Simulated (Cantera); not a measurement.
Stirred combustor or abatement burner

A perfectly stirred reactor is fed with 3.59 % CH4, 1.29 % CO, 13.0 % O2, 82.1 % N2, at 158 Torr; it is adiabatic with a 748 K inlet, and is followed from long to short residence time, starting on the burning branch (τ in s: 0.094, 0.031, 0.01, 0.0033, 0.0011, 0.00035, 0.00012, 3.8e-05, 1.2e-05).

Detailed kinetics in Cantera: GRI-Mech 3.0 (53 species, 325 reactions).

```
τ (s)    T (K)     x CH4     x CO    x O2    x C2H4    x N2O   x CH2CO
-------  -----  --------  -------  ------  --------  -------  --------
0.094     1630   1.56e-5  0.00169  0.0525  4.69e-10  1.14e-7  4.61e-10
0.031     1602   3.18e-5  0.00312  0.0530   1.12e-9  8.82e-8   1.13e-9
0.010     1556   7.16e-5  0.00552  0.0541   3.59e-9  6.79e-8   3.15e-9
0.0033    1491  0.000188  0.00965  0.0565   1.73e-8  5.33e-8   1.17e-8
0.0011    1401  0.000726   0.0185  0.0628   2.12e-7  3.82e-8   1.00e-7
0.00035    748    0.0359   0.0129   0.130    <1e-12   <1e-12    <1e-12
0.00012    748    0.0359   0.0129   0.130    <1e-12   <1e-12    <1e-12
3.8e-5     748    0.0359   0.0129   0.130    <1e-12   <1e-12    <1e-12
1.2e-5     748    0.0359   0.0129   0.130    <1e-12   <1e-12    <1e-12
```
x: mole fraction; the columns are a selection and need not sum to one.
